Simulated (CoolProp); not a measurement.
Model: reference Helmholtz-energy equation of state, Lemmon 2006, in CoolProp. It is a short technical equation, of lower accuracy than the large ones.

For C3F8 (R218), give the phase and the Joule-Thomson coefficient (K/MPa), expansivity (1/kK), viscosity (µPa s), conductivity (mW/(m K)) at 116.55 °C and 1240 kPa.


- 116.55 °C and 1240 kPa: gas; Joule-Thomson coefficient 6.46, expansivity 3.85, viscosity 16.7, conductivity 21.0

Viscosity comes from a separate model (Huber 2003), an estimate that may be off by 10 % or more. Thermal conductivity comes from a separate model (Huber 2003), an estimate that may be off by 10 % or more.
